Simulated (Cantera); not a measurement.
**LiOH + H₂ (calcination and drying)**

A closed system holds: 1 mol LiOH, 0.056 mol H₂, at 1173.15 K and 0.000320 bar.

Cantera equilibrium calculation (NASA polynomials, part measured and part estimated; ideal gas, pure solids and liquids). Candidate condensed phases: H₂O, Li, LiH, LiOH, Li₂O; 17 gas species. Kinetics and transport are ignored.

```json
{
 "x(H₂O)": "0.871",
 "x(H₂)": "0.0992",
 "x(LiOH)": "0.0293",
 "x(Li₂(OH)₂)": "8.65e-5",
 "x(Li)": "2.72e-5",
 "x(H)": "2.08e-6",
 "n(Li₂O(s))": "0.492 mol",
 "gas_amount": "0.5643 mol",
 "log10 activity of Li(l) (absent)": "-6.24"
}
```
